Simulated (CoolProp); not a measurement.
Vapour-liquid equilibrium of o-xylene (1) + n-decane (2) at 1.04 MPa; x and y are mole fractions of (1).

The numbers come from the multi-fluid Helmholtz-energy mixture model, Zhou 2012 and Lemmon 2006; pair parameters Bell 2016 in CoolProp.

Give the bubble temperature and the first vapour's composition at x = 0.15, 0.75, 0.95. Is there an azeotrope?

x = 0.15: 562.4 K, y = 0.193; x = 0.75: 541.5 K, y = 0.815; x = 0.95: 535.2 K, y = 0.966. No azeotrope shows between x = 0.05 and 0.95.

Pair parameters are fitted to limited data, so mixtures are less certain than the pure fluids.
